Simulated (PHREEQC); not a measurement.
Dissolve 0.038 mol/kgw HCl, 0.000125 mol/kgw AlCl3 and 0.48 mol/kgw KCl at 75 °C. Closed to the air; pH follows from the charge balance.

The numbers come from PHREEQC with the ion-association model, wateq4f.dat.

Precipitation was switched off in this run.

### Question
Estimate the pH.

### Answer
pH 1.55.

Constants without temperature data keep their 25 °C values here.
